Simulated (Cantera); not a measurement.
Cantera run:

```python
import numpy as np
import cantera as ct

gas_names = """
    AL ALCL ALCL2 ALCL3 ALH ALN AL2 AL2CL6 CL CL2 H HCL H2 N NH NH2 NH3 N2 N2H2 N2H4
""".split()
cond_names = """
    AL(cr) AL(L) ALCL3(s) ALCL3(L) ALN(s) NH4CL(a) NH4CL(b)
""".split()


# ... load() reads the species with a 1 bar reference pressure and builds the phases ...
atoms = {
    'AlN': {'AL': 1, 'N': 1},
    'H2': {'H': 2},
    'N2': {'N': 2},
    'HCl': {'H': 1, 'CL': 1},
}
top_T = {'ALN(s)': 2750}  # K; cautious upper limits of use, not melting points


# ... equilibrate(T, P, feed) seeds the gas with the atoms and calls Mixture.equilibrate('TP', solver="vcs", rtol=1e-11, max_steps=5000) ...
results = []
feed = {'AlN': 1, 'H2': 570, 'N2': 14, 'HCl': 46}  # mol
P = 82  # Pa
for T in [1123, 1173, 1223, 1273, 1323, 1373, 1423, 1473]:
    mix = equilibrate(T, P, feed)
    results.append((T, P, feed, dict(zip(mix.species_names, mix.species_moles))))

top = {s: max(r[3][s] / sum(r[3][g] for g in gas_names) for r in results) for s in gas_names}
cols = sorted((s for s in top if top[s] > 1e-05), key=lambda s: -top[s])[:9]
seen = [c for c in cond_names if any(r[3].get(c, 0) > 1e-12 for r in results)]
print("log10 of partial pressures in bar; condensed amounts in mol")
print(f"{'T/K':>10s}" + "".join(f"{s[:9]:>10s}" for s in cols + seen))
for T, P, feed, n in results:
    ng = sum(n[g] for g in gas_names)
    print(f"{T:10.4g}" + "".join(f"{np.log10(max(n[s] / ng * P / 1e5, 1e-99)):10.3f}" for s in cols)
          + "".join(f"{n.get(c, 0):10.4g}" for c in seen))
```

Result:

```
log10 of partial pressures in bar; condensed amounts in mol
       T/K        H2       HCL        N2     ALCL3      ALCL         H     ALCL2        CL
      1123    -3.129    -4.252    -4.724    -5.888    -8.896    -8.935    -8.253   -10.110
      1173    -3.129    -4.252    -4.724    -5.892    -8.229    -8.493    -7.851    -9.674
      1223    -3.129    -4.251    -4.724    -5.905    -7.627    -8.086    -7.491    -9.274
      1273    -3.129    -4.250    -4.724    -5.937    -7.096    -7.711    -7.182    -8.904
      1323    -3.129    -4.248    -4.724    -6.015    -6.656    -7.364    -6.945    -8.560
      1373    -3.129    -4.244    -4.724    -6.167    -6.332    -7.042    -6.809    -8.239
      1423    -3.130    -4.240    -4.725    -6.406    -6.130    -6.742    -6.780    -7.940
      1473    -3.130    -4.237    -4.725    -6.707    -6.020    -6.463    -6.831    -7.661
```

Equilibrium computed with Cantera from the NASA thermochemical tables; the gas is ideal and each condensed phase is pure. The tables' values for AlCl2 are old estimates; treat these amounts as uncertain.
